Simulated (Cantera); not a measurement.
Cantera run:

```python
import numpy as np
import cantera as ct

gas_names = """
    O2 H2O
""".split()
cond_names = """
    Ba(L) BaO(s) BaO2H2(L)
""".split()


def load(file, names, dense=False):
    # The tables refer to 1 bar. Condensed volumes are neglected.
    table = {s.name: s for s in ct.Species.list_from_file(file)}
    out = []
    for n in names:
        d = dict(table[n].input_data)
        d["thermo"] = dict(d["thermo"], **{"reference-pressure": 1e5})
        if dense:
            d["equation-of-state"] = {"model": "constant-volume", "density": "1e6 g/cm^3"}
        out.append(ct.Species.from_dict(d))
    return out


species = {s.name: s for s in load("nasa_gas.yaml", gas_names) + load("nasa_condensed.yaml", cond_names)}
T = 1225
g = {n: (s.thermo.h(T) - T * s.thermo.s(T)) / (ct.gas_constant * T * np.log(10)) for n, s in species.items()}
valid = cond_names  # the entries whose range holds T


def stable(la, lb):
    # potentials (over RT ln 10) of the two non-metals from log10 p(O2) and log10 p(H2O) in bar
    mu = {}
    mu["O"] = (g["O2"] + la) / 2
    mu["H"] = (g["H2O"] + lb - 1 * mu["O"]) / 2
    cost = {}
    for n in valid:
        c = species[n].composition
        cost[n] = (g[n] - sum(c.get(e, 0) * m for e, m in mu.items())) / c["Ba"]
    return min(cost, key=cost.get)


results = []
for lb in [1, 0.2, -0.7, -1.5, -2.4, -3.2, -4.1, -4.9, -5.8, -6.6, -7.5, -8.3, -9.2, -10]:
    row = [stable(la, lb) for la in [-35, -33, -31, -29, -27, -25, -23, -21, -19, -17, -15, -13, -11, -9, -7, -5, -3, -1, 1]]
    results.append(row)
    print(f"{lb:6.1f}  " + " ".join(f"{valid.index(n):x}" for n in row))
print("key: " + ", ".join(f"{i:x} {n}" for i, n in enumerate(valid)))
```

It prints:

```
   1.0  2 2 2 2 2 2 2 2 2 2 2 2 2 2 2 2 2 2 2
   0.2  2 2 2 2 2 2 2 2 2 2 2 2 2 2 2 2 2 2 2
  -0.7  1 1 1 1 1 1 1 1 1 1 1 1 1 1 1 1 1 1 1
  -1.5  1 1 1 1 1 1 1 1 1 1 1 1 1 1 1 1 1 1 1
  -2.4  1 1 1 1 1 1 1 1 1 1 1 1 1 1 1 1 1 1 1
  -3.2  1 1 1 1 1 1 1 1 1 1 1 1 1 1 1 1 1 1 1
  -4.1  1 1 1 1 1 1 1 1 1 1 1 1 1 1 1 1 1 1 1
  -4.9  1 1 1 1 1 1 1 1 1 1 1 1 1 1 1 1 1 1 1
  -5.8  1 1 1 1 1 1 1 1 1 1 1 1 1 1 1 1 1 1 1
  -6.6  1 1 1 1 1 1 1 1 1 1 1 1 1 1 1 1 1 1 1
  -7.5  1 1 1 1 1 1 1 1 1 1 1 1 1 1 1 1 1 1 1
  -8.3  1 1 1 1 1 1 1 1 1 1 1 1 1 1 1 1 1 1 1
  -9.2  1 1 1 1 1 1 1 1 1 1 1 1 1 1 1 1 1 1 1
 -10.0  1 1 1 1 1 1 1 1 1 1 1 1 1 1 1 1 1 1 1
key: 0 Ba(L), 1 BaO(s), 2 BaO2H2(L)
```

Source: NASA polynomial tables (part measured, part estimated), evaluated in Cantera. Not in the tables: the peroxide. Part of the grid cannot be reached: there another gas would pass 10 bar, or a non-metal would condense.
